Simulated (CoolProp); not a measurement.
A single-stage vapour-compression cycle with trans-2-butene: evaporating at 305.15 K (dew point), condensing at 336.15 K (bubble point), superheat 0 K, subcooling 2 K, compressor efficiency 0.9, no pressure losses. Each further row changes one setting.

Model: reference Helmholtz-energy equation of state, Lemmon 2005, in CoolProp. It is a short technical equation, of lower accuracy than the large ones.

```tsv
case	cooling COP	pressure ratio	discharge temperature (K)	refrigerating effect (kJ/kg)	volumetric capacity (kJ/m³)
as stated	7.79	2.31	336.2	303	2130
evaporating temperature 310.15 K	9.63	1.99	336.1	309	2500
condensing temperature 331.15 K	9.52	2.04	331.4	315	2210
subcooling 7 K	8.11	2.31	336.2	315	2210
superheat 10 K	7.87	2.31	346.0	320	2150
compressor efficiency 0.8	6.92	2.31	338.7	303	2130
```

The compression ends wet for: evaporating temperature 310.15 K.
